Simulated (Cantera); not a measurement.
Input: 1 mol SiH₄, 210 mol H₂, at 925 °C and 0.0870 bar.

Equilibrium computed with Cantera from the NASA thermochemical tables; the gas is ideal and each condensed phase is pure. Candidate condensed phases: Si; 9 gas species. Equilibrium is a limit: real reactors are often held back by kinetics, nucleation or transport.

Base state: H₂ 1.000 (mole fractions); condensed: Si(s).

### Question
What changes in the equilibrium state with this change: SiH₄ replaced by SiH₂Cl₂?

### Answer
```json
[
 {"species": "H₂", "before": "1.000", "after": "0.991"},
 {"species": "HCl", "before": "0", "after": "0.00887"},
 {"species": "SiCl₂", "before": "0", "after": "0.000187"},
 {"species": "SiHCl₃", "before": "0", "after": "2.89e-5"},
 {"species": "SiCl₃", "before": "0", "after": "1.42e-5"},
 {"species": "SiH₂Cl₂", "before": "0", "after": "1.13e-5"},
 {"species": "Si(s), mol", "before": "1.000", "after": "0.947"}
]
```
The tables' values for SiCl₃ are old estimates; treat these amounts as uncertain.
